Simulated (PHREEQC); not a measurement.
A solution holds 2 mmol/kgw KH2PO4, 0.17 mmol/kgw HF and 0.00056 mmol/kgw H4SiO4, at 25 °C. Closed to the air; pH follows from the charge balance.

All values are PHREEQC results (ion-association model, phreeqc.dat), not measurements.

Problem. The ionic strength comes out as 0.00212 mol/kgw. What activity coefficients do H2PO4-, HPO4-2, F-, K+, H+ get?

Solution. H2PO4- 0.95, HPO4-2 0.82, F- 0.95, K+ 0.95, H+ 0.95.

Precipitation was switched off in this run. Species that the database lacks are ignored. SiF6-2 is the database's only silicon fluoride.
